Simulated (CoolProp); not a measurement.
Vapour-liquid equilibrium of hydrogen sulfide (1) + propane (2) at 248.8 K; x and y are mole fractions of (1).

Values from CoolProp's multi-fluid Helmholtz-energy mixture model, Lemmon 2006 and Lemmon 2009; pair parameters Kunz 2012.

Question: Give the bubble pressure and the first vapour's composition at x = 0.05, 0.2, 0.65. Is there an azeotrope?

Answer: x = 0.05: 264.3 kPa, y = 0.236; x = 0.2: 378.9 kPa, y = 0.520; x = 0.65: 494.5 kPa, y = 0.743. y crosses x between x = 0.8 and 0.95: the model has an azeotrope there.

The pair parameters rest on a limited set of measurements; away from them the model extrapolates.
